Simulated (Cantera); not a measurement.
Cantera run, input and output.

```python
import numpy as np
import cantera as ct

gas = ct.Solution("gri30.yaml")
gas.TPX = 450, 13332, {'CO': 1, 'H2': 0.033, 'O2': 0.344, 'N2': 1.24}
flame = ct.FreeFlame(gas, width=0.16)
flame.set_refine_criteria(ratio=3, slope=0.08, curve=0.16)
flame.transport_model = "unity-Lewis-number"
flame.solve(loglevel=0, auto=True)
z, T = flame.grid, flame.T
thick = (T[-1] - T[0]) / np.gradient(T, z).max()
show = ['CO', 'H2', 'O2', 'O', 'H', 'NO']
print(f"laminar burning velocity  {flame.velocity[0] * 100:.3f} cm/s")
print(f"burnt temperature         {T[-1]:.1f} K")
print(f"thermal thickness         {thick * 1e3:.4f} mm")
print(f"grid points               {len(z)}")
z0 = z[flame.heat_release_rate.argmax()]
print(f"{'z/mm':>9s}{'T/K':>9s}{'u/(m/s)':>9s}" + "".join(f"{s:>11s}" for s in show))
rows = []
for k in (-3, -2, -1.5, -1, -0.5, -0.25, 0, 0.25, 0.5, 1, 2, 4, 8):
    zz = z0 + k * thick
    rows.append([k * thick, np.interp(zz, z, T), np.interp(zz, z, flame.velocity),
                 *(np.interp(zz, z, flame.X[gas.species_index(s)]) for s in show)])
    print(f"{rows[-1][0] * 1e3:9.3f}{rows[-1][1]:9.1f}{rows[-1][2]:9.3f}" + "".join(f"{x:11.3e}" for x in rows[-1][3:]))
```

It prints:

```
laminar burning velocity  55.233 cm/s
burnt temperature         2380.4 K
thermal thickness         8.2879 mm
grid points               146
     z/mm      T/K  u/(m/s)         CO         H2         O2          O          H         NO
  -24.864    450.0    0.552  3.821e-01  1.261e-02  1.314e-01  6.386e-15  1.512e-17  8.882e-14
  -16.576    450.0    0.552  3.821e-01  1.261e-02  1.314e-01  2.114e-12  4.824e-15  3.712e-12
  -12.432    450.0    0.552  3.821e-01  1.261e-02  1.314e-01  4.312e-11  9.954e-14  2.958e-11
   -8.288    450.2    0.553  3.821e-01  1.261e-02  1.314e-01  2.508e-09  7.036e-12  4.709e-10
   -4.144    460.6    0.565  3.813e-01  1.254e-02  1.310e-01  7.352e-07  2.499e-08  2.905e-08
   -2.072    596.3    0.726  3.701e-01  1.155e-02  1.243e-01  1.392e-04  1.867e-04  5.616e-07
    0.000   1038.1    1.234  3.127e-01  3.331e-03  8.754e-02  1.003e-02  1.078e-02  4.542e-06
    2.072   1327.4    1.552  2.539e-01  5.733e-04  4.708e-02  3.109e-02  1.925e-02  1.503e-05
    4.144   1479.4    1.713  2.323e-01  6.888e-04  3.483e-02  3.325e-02  2.072e-02  2.696e-05
    8.288   1645.0    1.881  2.231e-01  1.093e-03  3.199e-02  2.611e-02  1.701e-02  4.508e-05
   16.576   1817.8    2.051  2.151e-01  1.403e-03  2.950e-02  1.835e-02  1.156e-02  6.977e-05
   33.151   1987.6    2.213  2.043e-01  1.480e-03  2.512e-02  1.204e-02  7.194e-03  1.219e-04
   66.303   2140.7    2.355  1.919e-01  1.414e-03  1.951e-02  7.388e-03  4.333e-03  2.879e-04
```

Cantera simulation using GRI-Mech 3.0 (53 species, 325 reactions); the numbers are that mechanism's predictions, not measurements. Unity Lewis numbers drop preferential diffusion, which matters most where H2 and H carry the flame. Burning velocities carry a grid error of a few per cent, more on coarse grids.
